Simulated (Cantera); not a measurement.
N2O furnace oxynitridation

An isothermal, constant-pressure homogeneous reactor starts with N₂O : N₂ = 1 : 0.35 (molar parts), at 1225 K and 101000 Pa.

Computed with Cantera and GRI-Mech 3.0 (53 species, 325 reactions). GRI-Mech 3.0 was tuned for natural gas; its chemistry of N2O as a main component is partial and can be far from experiment. The mechanism lacks the step 2 NO + O2 → 2 NO2, which can matter for NO2 below about 1400 K. The temperature is held fixed by assumption; the heat of reaction is taken as removed at once.

```csv
t (s),x N₂O,x NO₂,x N₂,x O,x O₂,x NO
2.00e-6,0.741,<1e-12,0.259,6.07e-7,7.74e-8,2.02e-8
5.79e-6,0.741,<1e-12,0.259,1.39e-6,5.52e-7,1.44e-7
1.68e-5,0.741,4.88e-12,0.259,2.27e-6,3.14e-6,8.17e-7
4.85e-5,0.741,7.96e-11,0.259,2.52e-6,1.27e-5,3.30e-6
0.000140,0.741,8.26e-10,0.259,2.53e-6,4.09e-5,1.06e-5
0.000406,0.740,7.38e-9,0.259,2.53e-6,0.000122,3.19e-5
0.00118,0.740,6.13e-8,0.260,2.52e-6,0.000358,9.33e-5
0.00340,0.738,4.78e-7,0.261,2.52e-6,0.00104,0.000270
0.00985,0.731,3.23e-6,0.265,2.52e-6,0.00299,0.000777
0.0285,0.714,1.64e-5,0.275,2.49e-6,0.00852,0.00220
0.0825,0.668,5.77e-5,0.302,2.42e-6,0.0235,0.00601
0.239,0.556,0.000155,0.369,2.23e-6,0.0598,0.0149
0.691,0.350,0.000322,0.493,1.77e-6,0.127,0.0300
2.00,0.125,0.000465,0.629,9.42e-7,0.203,0.0426
```
x: mole fraction; the columns are a selection and need not sum to one.

Equilibrium at this temperature and pressure: N₂O 1.73e-8, NO₂ 4.42e-6, N₂ 0.730, O 2.19e-8, O₂ 0.270, NO 0.000259 (gas phase only).
